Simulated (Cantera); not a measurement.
Input: 1 mol SiH4, 1.9 mol O2, equilibrated at 998.15 K and 0.133 bar.

Cantera equilibrium calculation (NASA polynomials, part measured and part estimated; ideal gas, pure solids and liquids). Candidate condensed phases: H2O, Si, SiO2; 18 gas species. Rates play no part.

Base state: H2O 0.900, H2 0.100 (mole fractions); condensed: SiO2(β-quartz).

Task: What changes in the equilibrium state with this change: O2 from 1.9 to 1.2 mol?

Result: 
```
species              before  after
-------------------  ------  -----
H2                    0.100  0.800
H2O                   0.900  0.200
SiO2(β-quartz), mol    1.00   1.00
```
